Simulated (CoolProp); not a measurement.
Vapour-liquid equilibrium of dimethyl ether (1) + isobutane (2) at 1910 kPa; x and y are mole fractions of (1).

Values from CoolProp's multi-fluid Helmholtz-energy mixture model, Wu 2011 and Bücker 2006; pair parameters Bell 2016.

**Question.** Give the bubble temperature and the first vapour's composition at x = 0.125, 0.5, 0.65. Is there an azeotrope?

**Answer.** x = 0.125: 91.3 °C, y = 0.188; x = 0.5: 78.8 °C, y = 0.583; x = 0.65: 76.0 °C, y = 0.707. No azeotrope shows between x = 0.05 and 0.95.

The pair parameters rest on a limited set of measurements; away from them the model extrapolates.
